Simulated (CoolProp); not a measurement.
A closed Brayton cycle with carbon dioxide: compressor inlet 324.15 K and 8.8 MPa, high pressure 22.2 MPa, turbine inlet 765 K, compressor efficiency 0.89, turbine efficiency 0.85, recuperator effectiveness 0.8 (on enthalpy, no pinch check). Each further row changes one setting.

The numbers come from the reference Helmholtz-energy equation of state, Span 1996 in CoolProp.

```json
[
 {"case": "as stated", "thermal efficiency (%)": "[?]", "net work (kJ/kg)": "63.8", "compressor to turbine work": "0.40", "compressor exit (K)": "395.9", "turbine exit (K)": "664.2"},
 {"case": "turbine inlet 715 K", "thermal efficiency (%)": "24.3", "net work (kJ/kg)": "[?]", "compressor to turbine work": "0.43", "compressor exit (K)": "395.9", "turbine exit (K)": "617.7"},
 {"case": "compressor inlet 334.15 K", "thermal efficiency (%)": "24.6", "net work (kJ/kg)": "57.3", "compressor to turbine work": "[?]", "compressor exit (K)": "413.2", "turbine exit (K)": "664.2"},
 {"case": "high pressure 18.9 MPa", "thermal efficiency (%)": "24.0", "net work (kJ/kg)": "55.3", "compressor to turbine work": "0.38", "compressor exit (K)": "383.3", "turbine exit (K)": "681.3"},
 {"case": "recuperator effectiveness 0.5", "thermal efficiency (%)": "18.7", "net work (kJ/kg)": "63.8", "compressor to turbine work": "0.40", "compressor exit (K)": "395.9", "turbine exit (K)": "664.2"}
]
```

Task: Complete the blanks.

Result: 
- as stated, thermal efficiency (%): 25.7
- turbine inlet 715 K, net work (kJ/kg): 55.7
- compressor inlet 334.15 K, compressor to turbine work: 0.46
